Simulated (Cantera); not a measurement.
**Ignition delay**

Mixture: CH4 : O2 : N2 = 1 : 1.18 : 4.94 (molar parts), at 33.0 bar, adiabatic and at constant pressure. Ignition delay is the time to a rise of 400 K.

Computed with Cantera and GRI-Mech 3.0 (53 species, 325 reactions). The pressure lies above the range GRI-Mech 3.0 was tuned for (to about 10 atm).

```json
[
 {"T0 (K)": "1273", "delay (ms)": "0.750"},
 {"T0 (K)": "1323", "delay (ms)": "0.447"},
 {"T0 (K)": "1373", "delay (ms)": "0.273"},
 {"T0 (K)": "1423", "delay (ms)": "0.171"},
 {"T0 (K)": "1473", "delay (ms)": "0.108"},
 {"T0 (K)": "1523", "delay (ms)": "0.0697"}
]
```

```yaml
apparent activation energy between 1423 and 1523 K: 160 kJ/mol
```
